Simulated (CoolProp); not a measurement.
Properties of octamethyltrisiloxane (MDM) along the isobar 0.101 MPa.

Computed with CoolProp (reference Helmholtz-energy equation of state, Thol 2017).

```tsv
T (°C)	phase	density (kg/m³)	cv (kJ/(kg K))	expansivity (1/kK)
229.85	gas	5.937	1.909	2.297
235.85	gas	5.856	1.922	2.256
241.85	gas	5.778	1.935	2.216
247.85	gas	5.703	1.949	2.178
253.85	gas	5.629	1.961	2.141
259.85	gas	5.558	1.974	2.106
265.85	gas	5.489	1.987	2.073
271.85	gas	5.422	1.999	2.041
277.85	gas	5.356	2.012	2.010
283.85	gas	5.292	2.024	1.980
289.85	gas	5.230	2.036	1.951
295.85	gas	5.170	2.048	1.924
301.85	gas	5.111	2.060	1.897
```
